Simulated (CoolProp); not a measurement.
Computed with CoolProp (reference Helmholtz-energy equation of state, Span 2003). It is a short technical equation, of lower accuracy than the large ones.

Give the vapour pressure (bar), liquid density (kg/m³), vapour density (kg/m³), liquid cp (kJ/(kg K)) of saturated n-heptane at 483.2 K.


```csv
T (K),p (bar),liquid density (kg/m³),vapour density (kg/m³),liquid cp (kJ/(kg K))
483.2,11.6,480,41.1,3.29
```
